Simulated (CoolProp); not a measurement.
Values from CoolProp's reference Helmholtz-energy equation of state, Thol 2015.

Problem. For octamethylcyclotetrasiloxane (D4), give the phase and the Z, cv (kJ/(kg K)) at 262.15 °C and 0.101 MPa; 274.05 °C and 0.101 MPa; 297.75 °C and 0.101 MPa.

Solution. 
- 262.15 °C and 0.101 MPa: gas; Z 0.962, cv 1.85
- 274.05 °C and 0.101 MPa: gas; Z 0.965, cv 1.88
- 297.75 °C and 0.101 MPa: gas; Z 0.970, cv 1.92
